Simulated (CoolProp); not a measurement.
A simple Rankine cycle with water: condensing at 296.15 K, boiler at 0.128 MPa, turbine inlet 384.9 K, turbine efficiency 0.9, pump efficiency 0.8, no recuperator. Each further row changes one setting.

Values from CoolProp's reference Helmholtz-energy equation of state, Wagner 2002.

```csv
case,thermal efficiency (%),net work (kJ/kg),heat in (kJ/kg),turbine exit temperature (K),volume ratio over the turbine
as stated,18.6,484,2600,296.2,…
turbine inlet 404.9 K,18.7,493,2640,296.2,29.6
condensing temperature 288.15 K,20.3,…,…,288.1,48.6
boiler pressure 0.0896 MPa,16.9,441,2600,296.2,21.9
turbine efficiency 0.8,16.5,430,2600,296.2,…
```

### Question
Some entries are withheld; supply them.

### Answer

- as stated, volume ratio over the turbine: 30.8
- condensing temperature 288.15 K, net work (kJ/kg): 534
- condensing temperature 288.15 K, heat in (kJ/kg): 2630
- turbine efficiency 0.8, volume ratio over the turbine: 31.6

The expansion ends wet for: as stated; turbine inlet 404.9 K; condensing temperature 288.15 K; boiler pressure 0.0896 MPa; turbine efficiency 0.8.
